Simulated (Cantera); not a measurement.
A Cantera script and its output.

```python
import numpy as np
import cantera as ct

gas = ct.Solution("gri30.yaml")
gas.TPX = 1375, 1333, {'H2': 0.031, 'O2': 1}
reactor = ct.IdealGasConstPressureReactor(gas, energy="off", clone=False)
net = ct.ReactorNet([reactor])
net.rtol, net.atol = 1e-08, 1e-18
show = ['H2', 'O2', 'HO2', 'H2O', 'O']
times = np.geomspace(3e-06, 10, 12)

steps = ct.SolutionArray(gas, extra=["t"])
rows = []
print(f"{'t/s':>10s}{'T/K':>9s}{'P/Pa':>11s}" + "".join(f"{s:>11s}" for s in show))
for t in times:
    while net.time < t:
        t_next = net.step()
        steps.append(gas.state, t=t_next)
    rows.append([np.interp(t, steps.t, y) for y in (steps.T, steps.P, *steps(*show).X.T)])
    print(f"{t:10.3e}{rows[-1][0]:9.1f}{rows[-1][1]:11.4g}" + "".join(f"{x:11.3e}" for x in rows[-1][2:]))
rate = np.gradient(steps.T, steps.t)
print("integrator steps:", len(steps.t))
if steps.T.max() > steps.T[0] + 200:
    print(f"time of steepest temperature rise: {steps.t[rate.argmax()]:.4e} s")
gas.TPX = 1375, 1333, {'H2': 0.031, 'O2': 1}
gas.equilibrate("TP")
print(f"equilibrium (TP): T = {gas.T:.1f} K  " + "  ".join(f"{s} {gas[s].X[0]:.3e}" for s in show))
```

Output:

```
       t/s      T/K       P/Pa         H2         O2        HO2        H2O          O
 3.000e-06   1375.0       1333  3.007e-02  9.699e-01  1.438e-09  1.155e-12  9.522e-11
 1.175e-05   1375.0       1333  3.007e-02  9.699e-01  5.633e-09  6.090e-11  1.272e-09
 4.604e-05   1375.0       1333  3.007e-02  9.699e-01  2.207e-08  2.615e-09  1.335e-08
 1.803e-04   1375.0       1333  3.007e-02  9.699e-01  8.643e-08  8.961e-08  1.328e-07
 7.064e-04   1375.0       1333  3.005e-02  9.699e-01  3.462e-07  1.298e-05  1.059e-05
 2.767e-03   1375.0       1333  5.446e-04  9.434e-01  1.385e-06  2.619e-02  2.317e-02
 1.084e-02   1375.0       1333  3.112e-04  9.446e-01  1.260e-06  2.698e-02  2.249e-02
 4.247e-02   1375.0       1333  2.495e-04  9.498e-01  1.152e-06  2.763e-02  1.771e-02
 1.664e-01   1375.0       1333  1.205e-04  9.600e-01  8.236e-07  2.892e-02  8.267e-03
 6.517e-01   1375.0       1333  2.337e-05  9.674e-01  3.177e-07  2.997e-02  1.561e-03
 2.553e+00   1375.0       1333  2.545e-06  9.692e-01  6.724e-08  3.036e-02  1.684e-04
 1.000e+01   1375.0       1333  3.112e-07  9.694e-01  3.095e-08  3.047e-02  2.056e-05
integrator steps: 1415
equilibrium (TP): T = 1375.0 K  H2 8.260e-08  O2 9.694e-01  HO2 4.337e-08  H2O 3.050e-02  O 5.464e-06
```

Model: GRI-Mech 3.0 (53 species, 325 reactions), integrated in Cantera. Radical loss at walls, strong at low pressure, is not modelled.
